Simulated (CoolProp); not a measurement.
Values from CoolProp's reference Helmholtz-energy equation of state, Platzer 1990. This equation is an older, rougher fit; its heat capacities, sound speeds and derivatives of the liquid may be far off and weren't checked against measurements.

### Question
For CF4 (R14), give the phase and the viscosity (µPa s) at 47.15 °C and 21 MPa; 137.85 °C and 0.0346 MPa.

### Answer
- 47.15 °C and 21 MPa: supercritical; viscosity 49.9
- 137.85 °C and 0.0346 MPa: gas; viscosity 22.5

Viscosity comes from a separate model (Huber 2003), an estimate that may be off by 10 % or more.
